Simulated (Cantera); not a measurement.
A Cantera script and what it prints.

```python
import numpy as np
import cantera as ct

gas_names = """
    N NO NO2 NO3 N2 N2O O O2 O3 Si SiN SiO SiO2 Si2 Si2N Si3
""".split()
cond_names = """
    Si(cr) Si(L) SiO2(Lqz) SiO2(hqz) SiO2(L) Si2N2O(s) Si3N4(a)
""".split()


# ... load() reads the species with a 1 bar reference pressure and builds the phases ...
atoms = {
    'Si3N4': {'Si': 3, 'N': 4},
    'O2': {'O': 2},
}
top_T = {'Si2N2O(s)': 2100, 'Si3N4(a)': 2400}  # K; cautious upper limits of use, not melting points


# ... equilibrate(T, P, feed) seeds the gas with the atoms and calls Mixture.equilibrate('TP', solver="vcs", rtol=1e-11, max_steps=5000) ...
results = []
T = 1050  # K
P = 11000  # Pa
for m in [0.8, 1.9, 2.9, 4, 5.1, 6.2, 7.2, 8.3, 9.4]:
    feed = {'Si3N4': 1, 'O2': m}  # mol
    mix = equilibrate(T, P, feed)
    results.append((T, P, feed, dict(zip(mix.species_names, mix.species_moles))))

top = {s: max(r[3][s] / sum(r[3][g] for g in gas_names) for r in results) for s in gas_names}
cols = sorted((s for s in top if top[s] > 1e-05), key=lambda s: -top[s])[:5]
seen = [c for c in cond_names if any(r[3].get(c, 0) > 1e-12 for r in results)]
print("log10 of partial pressures in bar; condensed amounts in mol")
print(f"{'n(O2)':>10s}" + "".join(f"{s[:9]:>10s}" for s in cols + seen))
for T, P, feed, n in results:
    ng = sum(n[g] for g in gas_names)
    print(f"{feed['O2']:10.4g}" + "".join(f"{np.log10(max(n[s] / ng * P / 1e5, 1e-99)):10.3f}" for s in cols)
          + "".join(f"{n.get(c, 0):10.4g}" for c in seen))
```

It prints:

```
log10 of partial pressures in bar; condensed amounts in mol
     n(O2)        N2        O2        NO SiO2(hqz) Si2N2O(s)
       0.8    -0.959   -26.964   -17.848   0.06667     1.467
       1.9    -0.959   -26.964   -17.848     1.533    0.7333
       2.9    -0.959   -26.964   -17.848     2.867   0.06667
         4    -1.135    -1.436    -5.172         3         0
       5.1    -1.270    -1.249    -5.146         3         0
       6.2    -1.374    -1.169    -5.158         3         0
       7.2    -1.450    -1.128    -5.176         3         0
       8.3    -1.521    -1.098    -5.196         3         0
       9.4    -1.582    -1.077    -5.216         3         0
```

Equilibrium computed with Cantera from the NASA thermochemical tables; the gas is ideal and each condensed phase is pure. Mutual solubility and eutectic melting of coexisting phases are not modelled.
